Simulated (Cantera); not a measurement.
## HMDSO + N2O (silicon oxide and oxynitride deposition)

Feed: 1 mol HMDSO, 5.3 mol N2O, held at 870 Pa.

These are equilibrium values from Cantera (NASA tables, ideal gas, pure condensed phases), not measurements of a reactor. Candidate condensed phases: C, C6H6, C7H8, C8H18, H2O, Si, SiC, SiO2, Si2N2O, Si3N4; 151 gas species. The feed counts by its element totals alone. Mutual solubility and eutectic melting of coexisting phases are not modelled. The tables' values for SiN are old estimates; treat these amounts as uncertain. The tables hold silica as quartz up to 1696 K and as liquid above; real silica turns to tridymite and cristobalite and melts near 1996 K. Gases not in the tables: Si2H6 and higher silanes. Kinetics and transport are ignored.

```tsv
T (K)	x H2	x N2	x CO	x SiO	x H	x H2O	x CO2	n C(graphite)	n SiO2(β-quartz)	n Si2N2O(s)	n SiC(s)
850	0.540	0.322	0.129	<1e-12	1.61e-10	0.00428	0.00313	3.80	2.00	0	0
950	0.541	0.320	0.138	<1e-12	4.39e-9	0.000605	0.000276	3.71	2.00	0	0
1050	0.542	0.319	0.138	6.28e-12	6.40e-8	0.000118	3.56e-5	3.70	2.00	0	0
1150	0.542	0.319	0.139	5.80e-9	5.89e-7	3.06e-5	6.59e-6	3.70	2.00	0	0
1250	0.484	0.231	0.285	5.37e-7	3.60e-6	1.81e-5	6.80e-6	0.699	0	1.000	0
1350	0.484	0.231	0.285	1.05e-5	1.78e-5	6.87e-6	2.06e-6	0.698	0	1.000	0
1450	0.484	0.231	0.285	0.000135	7.05e-5	2.99e-6	7.40e-7	0.696	0	0.999	0
1550	0.471	0.238	0.289	0.00148	0.000232	2.10e-6	4.61e-7	0	0	0.750	0.472
1650	0.461	0.243	0.278	0.0170	0.000661	3.01e-6	5.65e-7	0	0	0.548	0.574
1750	0.436	0.257	0.250	0.0559	0.00165	2.38e-6	3.77e-7	0	0	0	0.847
1850	0.434	0.257	0.249	0.0559	0.00380	1.25e-6	1.79e-7	0	0	0	0.844
1950	0.430	0.256	0.249	0.0556	0.00806	6.96e-7	9.15e-8	0	0	0	0.834
2050	0.424	0.254	0.248	0.0545	0.0158	4.05e-7	4.98e-8	0	0	0	0.803
```
x: gas mole fraction; n: condensed amount in mol.

From 850 K to 1150 K the condensed part is C(graphite) + SiO2(β-quartz). From 1250 K to 1450 K the condensed part is C(graphite) + Si2N2O(s). From 1550 K to 1650 K the condensed part is SiC(s) + Si2N2O(s). From 1750 K to 2050 K the condensed part is SiC(s).
